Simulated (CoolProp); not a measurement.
A single-stage vapour-compression cycle with 1,2-dichloroethane: evaporating at 313.15 K (dew point), condensing at 367.15 K (bubble point), superheat 8 K, subcooling 0 K, compressor efficiency 0.75, no pressure losses. Each further row changes one setting.

Computed with CoolProp (reference Helmholtz-energy equation of state, Thol 2015).

```tsv
case	cooling COP	pressure ratio	discharge temperature (K)	refrigerating effect (kJ/kg)	volumetric capacity (kJ/m³)
as stated	3.79	6.74	407.1	281	217
evaporating temperature 318.15 K	4.30	5.47	…	285	…
condensing temperature 362.15 K	4.24	5.81	…	288	223
subcooling 5 K	…	6.74	407.1	288	223
superheat 18 K	3.79	6.74	418.5	290	217
compressor efficiency 0.65	…	6.74	…	281	217
```

### Question
What belongs in the gaps?

### Answer

- evaporating temperature 318.15 K, discharge temperature (K): 403.1
- evaporating temperature 318.15 K, volumetric capacity (kJ/m³): 268
- condensing temperature 362.15 K, discharge temperature (K): 400.0
- subcooling 5 K, cooling COP: 3.88
- compressor efficiency 0.65, cooling COP: 3.29
- compressor efficiency 0.65, discharge temperature (K): 419.0
